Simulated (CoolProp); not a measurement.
Computed with CoolProp (reference Helmholtz-energy equation of state, Lemmon 2006). It is a short technical equation, of lower accuracy than the large ones.

**Question.** For toluene, give the phase and the cp (kJ/(kg K)) at 603 K and 0.179 MPa.

**Answer.** 
- 603 K and 0.179 MPa: gas; cp 2.15
